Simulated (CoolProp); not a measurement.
Vapour-liquid equilibrium of propylene (1) + dimethyl ether (2) at 0.163 bar; x and y are mole fractions of (1).

Computed with CoolProp (multi-fluid Helmholtz-energy mixture model, Lemmon 2013 and Wu 2011; pair parameters Bell 2016).

```
x     bubble temperature, mixture model (K)  bubble temperature, Raoult's law (K)  y, mixture model  y, Raoult's law
----  -------------------------------------  ------------------------------------  ----------------  ---------------
0.05                                  210.5                                 211.3             0.196            0.155
0.15                                  206.3                                 208.0             0.452            0.390
0.25                                  203.1                                 205.2             0.605            0.555
0.35                                  200.7                                 202.7             0.705            0.674
0.45                                  198.7                                 200.6             0.776            0.763
0.55                                  197.2                                 198.6             0.830            0.832
0.65                                  195.8                                 196.9             0.874            0.885
0.75                                  194.7                                 195.4             0.912            0.927
0.85                                  193.6                                 194.0             0.947            0.960
0.95                                  192.6                                 192.7             0.982            0.988
```

The largest gap from Raoult's law is -2.1 K in bubble temperature, at x = 0.25. No azeotrope shows between x = 0.05 and 0.95.

The pair parameters rest on a limited set of measurements; away from them the model extrapolates.
